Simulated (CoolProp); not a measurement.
A single-stage vapour-compression cycle with the fluid: evaporating at 239.15 K (dew point), condensing at 273.15 K (bubble point), superheat 5 K, subcooling 8 K, compressor efficiency 0.65, no pressure losses. The same conditions are run with several fluids, on thermodynamics alone (safety and materials aside).

Values from CoolProp's reference Helmholtz-energy equation of state of each fluid (ethane: Bücker 2006; R125: Lemmon 2005; hydrogen sulfide: Lemmon 2006; vinyl chloride: Thol 2022; CH2F2 (R32): Tillner-Roth 1997; R124: de Vries 1995).

```csv
fluid,cooling COP,pressure ratio,discharge temperature (K),refrigerating effect (kJ/kg),volumetric capacity (kJ/m³)
ethane,3.79,2.53,308.1,?,5390
R125,?,3.48,293.0,129,?
hydrogen sulfide,4.04,3.16,?,466,?
vinyl chloride,4.20,4.24,340.6,?,430
CH2F2 (R32),4.05,3.52,?,323,2050
R124,4.25,4.48,?,152,378
```

Q: Some entries are withheld; supply them.

A: 
- ethane, refrigerating effect (kJ/kg): 329
- R125, cooling COP: 4.11
- R125, volumetric capacity (kJ/m³): 1570
- hydrogen sulfide, discharge temperature (K): 362.0
- hydrogen sulfide, volumetric capacity (kJ/m³): 2690
- vinyl chloride, refrigerating effect (kJ/kg): 337
- CH2F2 (R32), discharge temperature (K): 343.6
- R124, discharge temperature (K): 298.5
